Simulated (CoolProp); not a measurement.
Vapour-liquid equilibrium of cis-2-butene (1) + methanol (2) at 398.7 K; x and y are mole fractions of (1).

Computed with CoolProp (multi-fluid Helmholtz-energy mixture model, Lemmon 2005 and de Reuck 1993; pair parameters Bell 2016).

```json
[
 {"x": "0.05", "bubble pressure (MPa)": "1.107", "y at the bubble point": "0.320", "dew pressure at overall composition x (MPa)": "0.7883", "liquid density (mol/L)": "20.03"},
 {"x": "0.2", "bubble pressure (MPa)": "1.864", "y at the bubble point": "0.605", "dew pressure at overall composition x (MPa)": "0.9400", "liquid density (mol/L)": "16.88"},
 {"x": "0.35", "bubble pressure (MPa)": "2.191", "y at the bubble point": "0.676", "dew pressure at overall composition x (MPa)": "1.157", "liquid density (mol/L)": "14.29"},
 {"x": "0.5", "bubble pressure (MPa)": "2.315", "y at the bubble point": "0.706", "dew pressure at overall composition x (MPa)": "1.496", "liquid density (mol/L)": "(withheld)"},
 {"x": "0.65", "bubble pressure (MPa)": "2.398", "y at the bubble point": "0.739", "dew pressure at overall composition x (MPa)": "2.069", "liquid density (mol/L)": "(withheld)"},
 {"x": "0.8", "bubble pressure (MPa)": "2.452", "y at the bubble point": "0.805", "dew pressure at overall composition x (MPa)": "2.451", "liquid density (mol/L)": "9.208"},
 {"x": "0.95", "bubble pressure (MPa)": "2.374", "y at the bubble point": "0.933", "dew pressure at overall composition x (MPa)": "(withheld)", "liquid density (mol/L)": "8.384"}
]
```

**Question.** Some entries are withheld; supply them.

**Answer.** 
- 0.5, liquid density (mol/L): 12.16
- 0.65, liquid density (mol/L): 10.46
- 0.95, dew pressure at overall composition x (MPa): 2.355

y crosses x between x = 0.8 and 0.95: the model has an azeotrope there.

The pair parameters rest on a limited set of measurements; away from them the model extrapolates. With so large a gap from Raoult's law the liquid may split in two, which this calculation doesn't test in full.
